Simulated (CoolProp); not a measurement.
A single-stage vapour-compression cycle with hydrogen chloride: evaporating at 218.15 K (dew point), condensing at 266.15 K (bubble point), superheat 8 K, subcooling 8 K, compressor efficiency 0.8, no pressure losses. Each further row changes one setting.

Computed with CoolProp (reference Helmholtz-energy equation of state, Thol 2018).

```json
[
 {"case": "as stated", "cooling COP": "2.83", "pressure ratio": "4.98", "discharge temperature (K)": "383.4", "refrigerating effect (kJ/kg)": "345", "volumetric capacity (kJ/m³)": "3090"},
 {"case": "evaporating temperature 223.15 K", "cooling COP": "3.32", "pressure ratio": "4.08", "discharge temperature (K)": "366.4", "refrigerating effect (kJ/kg)": "347", "volumetric capacity (kJ/m³)": "3760"},
 {"case": "condensing temperature 261.15 K", "cooling COP": "3.25", "pressure ratio": "4.33", "discharge temperature (K)": "366.4", "refrigerating effect (kJ/kg)": "354", "volumetric capacity (kJ/m³)": "3170"},
 {"case": "subcooling 13 K", "cooling COP": "2.91", "pressure ratio": "4.98", "discharge temperature (K)": "383.4", "refrigerating effect (kJ/kg)": "354", "volumetric capacity (kJ/m³)": "3170"},
 {"case": "superheat 18 K", "cooling COP": "2.76", "pressure ratio": "4.98", "discharge temperature (K)": "401.9", "refrigerating effect (kJ/kg)": "354", "volumetric capacity (kJ/m³)": "3010"},
 {"case": "compressor efficiency 0.7", "cooling COP": "2.48", "pressure ratio": "4.98", "discharge temperature (K)": "403.1", "refrigerating effect (kJ/kg)": "345", "volumetric capacity (kJ/m³)": "3090"}
]
```
